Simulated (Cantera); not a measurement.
# BN + Cl₂ + H₂O (nitride etching)

Feed: 1 mol BN, 2.9 mol Cl₂, 8 mol H₂O, at 1.33 mbar.

Method: chemical equilibrium by Gibbs-energy minimisation in Cantera with the NASA 1993 tables (ideal gas, pure condensed phases). Candidate condensed phases: B, BN, B₂O₃, B₃O₃H₃, H₂O, NH₄Cl; 49 gas species. The tables' values for BOCl are old estimates; treat these amounts as uncertain. Gases not in the tables: H₃BO₃. Equilibrium is a limit: real reactors are often held back by kinetics, nucleation or transport.

From 1352 °C to 1652 °C nothing is condensed.

```
T (°C)  log p HCl  log p H₂O  log p Cl  log p HBO₂  log p O₂  log p N₂  log p OH  log p H₂
------  ---------  ---------  --------  ----------  --------  --------  --------  --------
1352        -3.25      -3.30     -4.38       -3.99     -4.21     -4.28     -5.70     -6.25
1402        -3.25      -3.30     -4.30       -3.99     -4.22     -4.28     -5.55     -6.00
1452        -3.26      -3.29     -4.23       -4.00     -4.24     -4.28     -5.40     -5.76
1502        -3.27      -3.29     -4.16       -4.00     -4.26     -4.29     -5.27     -5.53
1552        -3.28      -3.29     -4.10       -4.01     -4.28     -4.29     -5.14     -5.32
1602        -3.29      -3.29     -4.04       -4.01     -4.30     -4.29     -5.02     -5.12
1652        -3.31      -3.29     -3.99       -4.02     -4.32     -4.29     -4.91     -4.93
```
log p: log10 of the partial pressure in bar; nothing condenses.
